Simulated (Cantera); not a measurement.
A freely propagating, adiabatic, planar premixed flame of 7.19 % CH4, 19.4 % O2, 73.4 % N2, equivalence ratio 0.74, unburnt at 350 K and 30000 Pa; mixture-averaged transport, grid criteria slope 0.08 and curve 0.16, no radiation.

Detailed kinetics in Cantera: GRI-Mech 3.0 (53 species, 325 reactions). Burning velocities carry a grid error of a few per cent, more on coarse grids.

x: mole fraction of selected species; z is measured from the peak of heat release.

```tsv
z (mm)	T (K)	u (m/s)	x CH4	x O2	x CO2	x HCN	x NO2	x CH2
-4.09	350	0.466	0.0719	0.194	2.87e-8	<1e-8	<1e-8	<1e-8
-2.73	351	0.467	0.0718	0.194	9.10e-7	<1e-8	<1e-8	<1e-8
-2.05	355	0.474	0.0715	0.194	1.09e-5	<1e-8	<1e-8	<1e-8
-1.36	(withheld)	0.534	0.0689	0.191	(withheld)	<1e-8	(withheld)	<1e-8
-0.682	753	1.02	0.0500	0.164	0.00436	5.86e-8	1.11e-8	1.12e-7
-0.341	1120	1.52	0.0283	0.130	0.0119	1.56e-7	<1e-8	2.92e-6
0	1466	2.00	0.00716	0.0910	0.0244	3.03e-7	<1e-8	1.64e-5
0.341	1603	2.19	(withheld)	(withheld)	(withheld)	(withheld)	<1e-8	(withheld)
0.682	1645	2.24	2.59e-5	0.0616	0.0470	8.42e-8	<1e-8	1.78e-7
1.36	1694	2.29	5.21e-8	0.0571	0.0566	<1e-8	<1e-8	<1e-8
2.73	1756	2.37	<1e-8	0.0545	0.0620	<1e-8	<1e-8	<1e-8
5.46	1821	2.45	<1e-8	0.0527	0.0649	<1e-8	<1e-8	<1e-8
10.9	1877	2.51	<1e-8	0.0514	0.0675	<1e-8	<1e-8	<1e-8
```

### Question
Complete the blanks.

### Answer

- -1.36, T (K): 399
- -1.36, x CO2: 0.000224
- -1.36, x NO2: 1.31e-8
- 0.341, x CH4: 0.000581
- 0.341, x O2: 0.0690
- 0.341, x CO2: 0.0375
- 0.341, x HCN: 2.31e-7
- 0.341, x CH2: 3.32e-6
